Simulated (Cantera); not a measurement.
A perfectly stirred reactor is fed with CH₄ : CO₂ : H₂ : H₂O = 1 : 0.37 : 0.8 : 0.029 (molar parts), at 4.30 bar; it is held at 1748 K, and followed from long to short residence time.

Model: GRI-Mech 3.0 (53 species, 325 reactions), integrated in Cantera. GRI-Mech 3.0 stops at C3 and has no aromatics, soot or wall deposition, so with more carbon than oxygen in the feed, carbon stays in small species such as C2H2 where larger ones or solid carbon would form.

Problem. Predict: x(CH₄) at τ = 5.00 s; x(CO₂) at τ = 5.00 s; x(H₂) at τ = 5.00 s; x(CH₃) at τ = 5.00 s; x(CH₄) at τ = 15.0 ms; x(CO₂) at τ = 15.0 ms; x(H₂) at τ = 15.0 ms; x(CH₃) at τ = 15.0 ms.

Solution. 
* **x(CH₄) at τ = 5.00 s**: 0.0499
* **x(CO₂) at τ = 5.00 s**: 0.000817
* **x(H₂) at τ = 5.00 s**: 0.655
* **x(CH₃) at τ = 5.00 s**: 0.000138
* **x(CH₄) at τ = 15.0 ms**: 0.148
* **x(CO₂) at τ = 15.0 ms**: 0.0379
* **x(H₂) at τ = 15.0 ms**: 0.511
* **x(CH₃) at τ = 15.0 ms**: 0.000409
